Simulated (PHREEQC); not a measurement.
Make-up at 25 °C: 0.045 mol CaCl2, 0.004 mol Na2CO3, 0.0094 mol MgSO4 and 0.05 mol H2S per kg of water. Closed to the air; pH follows from the charge balance.

All values are PHREEQC results (ion-association model, phreeqc.dat), not measurements.

No solid was allowed to form.

Task: Order these Mg species by the share of Mg that they hold, largest first: MgHCO3+, MgSO4, Mg+2.

Result: Mg+2 (89 %), MgSO4 (11 %), MgHCO3+ (0.51 %)

Task: Order these C species by the share of C that they hold, largest first: MgHCO3+, CaHCO3+, CO2, HCO3-.

Result: CO2 (60 %), HCO3- (33 %), CaHCO3+ (5.8 %), MgHCO3+ (1.2 %)

The pH is 5.95 and the ionic strength 0.162 mol/kgw.
